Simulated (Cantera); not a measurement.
Silicon carbide growth: SiCl4 + C3H8 + H2

Feed: 1 mol SiCl4, 0.0049 mol C3H8, 390 mol H2, held at 0.0133 bar.

Equilibrium computed with Cantera from the NASA thermochemical tables; the gas is ideal and each condensed phase is pure. Candidate condensed phases: C, C6H6, C7H8, C8H18, Si, SiC; 109 gas species. Mutual solubility and eutectic melting of coexisting phases are not modelled. The tables' values for SiCl, SiCl3 are old estimates; treat these amounts as uncertain. Gases not in the tables: Si2H6 and higher silanes. Equilibrium is a limit: real reactors are often held back by kinetics, nucleation or transport.

```
T (K)  log p H2  log p HCl  log p H  log p Si  log p SiCl2  n Si(s)  n SiC(s)  n Si(l)
-----  --------  ---------  -------  --------  -----------  -------  --------  -------
1023      -1.88      -3.94    -9.32      <-13        -5.75    0.785    0.0145        0
1123      -1.88      -3.89    -8.31    -13.19        -5.58    0.886    0.0145        0
1223      -1.88      -3.89    -7.46    -11.49        -5.51    0.890    0.0146        0
1323      -1.88      -3.89    -6.74    -10.05        -5.46    0.882    0.0146        0
1423      -1.88      -3.89    -6.12     -8.82        -5.42    0.874    0.0146        0
1523      -1.88      -3.89    -5.58     -7.74        -5.39    0.864    0.0146        0
1623      -1.88      -3.90    -5.10     -6.81        -5.37    0.849    0.0146        0
1723      -1.88      -3.90    -4.68     -6.01        -5.37        0    0.0144    0.815
1823      -1.88      -3.89    -4.30     -5.35        -5.43        0    0.0129    0.702
1923      -1.88      -3.90    -3.97     -4.77        -5.49        0   0.00416    0.270
```
log p: log10 of the partial pressure in bar; n: condensed amount in mol.

From 1023 K to 1623 K the condensed part is Si(s) + SiC(s). From 1723 K to 1923 K the condensed part is Si(l) + SiC(s). The main Si-bearing gas is SiCl4 at 1023 K and Si at 1923 K. The share of Si in condensed phases is highest at 1223 K (90.4 %) and lowest at 1923 K (27.4 %).
